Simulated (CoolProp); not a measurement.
Values from CoolProp's reference Helmholtz-energy equation of state, Platzer 1990. This equation is an older, rougher fit; its heat capacities, sound speeds and derivatives of the liquid may be far off and weren't checked against measurements.

Question: Give the vapour pressure (MPa), vapour density (kg/m³), surface tension (mN/m) of saturated R13 at -45.95 °C.

Answer: 
```json
[
 {"T (°C)": "-45.95", "p (MPa)": "0.487", "vapour density (kg/m³)": "30.7", "surface tension (mN/m)": "8.58"}
]
```

Surface tension comes from a separate correlation (Mulero 2012).
